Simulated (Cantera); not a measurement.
Input (Python, Cantera):

```python
import numpy as np
import cantera as ct

surf = ct.Interface("diamond.yaml", "diamond_100")
gas, bulk = surf.adjacent["gas"], surf.adjacent["diamond"]
k = surf.kinetics_species_index(bulk.species_names[0])
cover = ["c6HH", "c6H*", "c6*H", "c6**", "c6HM", "c6B"]

rows, drift = [], 0.0
print(f"{'P':>10s}{'um/h':>11s}" + "".join(f"{s:>11s}" for s in cover))
for v in [450, 710, 1100, 1800, 2800, 4300, 6800, 11000]:
    T, P, xH, xCH3 = 1025, v, 0.00058, 7.5e-05
    gas.TPX = T, P, {"H": xH, "CH3": xCH3, "CH4": 0.0097, "H2": 1 - xH - xCH3 - 0.0097}
    surf.TP = bulk.TP = T, P
    surf.coverages = "c6H*:0.1, c6HH:0.9"
    surf.advance_coverages(100.0)
    before = surf.coverages
    surf.advance_coverages(100.0)
    drift = max(drift, np.max(np.abs(surf.coverages - before) / (surf.coverages + 1e-9)))
    rate = surf.net_production_rates[k] * bulk.mean_molecular_weight / bulk.density * 3.6e9
    rows.append([rate, *surf[cover].coverages])
    print(f"{v:10.4g}{rate:11.4e}" + "".join(f"{x:11.3e}" for x in rows[-1][1:]))
```

It prints:

```
         P       um/h       c6HH       c6H*       c6*H       c6**       c6HM        c6B
       450 2.7727e-02  5.768e-01  2.001e-02  3.825e-01  9.501e-03  7.653e-03  7.524e-11
       710 6.0666e-02  5.740e-01  1.990e-02  3.805e-01  9.452e-03  1.117e-02  1.646e-10
      1100 1.2669e-01  5.705e-01  1.978e-02  3.781e-01  9.392e-03  1.556e-02  3.438e-10
      1800 2.8044e-01  5.657e-01  1.960e-02  3.747e-01  9.309e-03  2.156e-02  7.610e-10
      2800 5.4910e-01  5.609e-01  1.943e-02  3.714e-01  9.227e-03  2.751e-02  1.490e-09
      4300 1.0113e+00  5.563e-01  1.927e-02  3.682e-01  9.148e-03  3.328e-02  2.744e-09
      6800 1.8568e+00  5.519e-01  1.911e-02  3.651e-01  9.071e-03  3.888e-02  5.039e-09
   1.1e+04 3.3631e+00  5.480e-01  1.897e-02  3.625e-01  9.005e-03  4.371e-02  9.126e-09
```

Computed with Cantera and the Harris–Goodwin 1993 mechanism for the reconstructed diamond (100) surface.
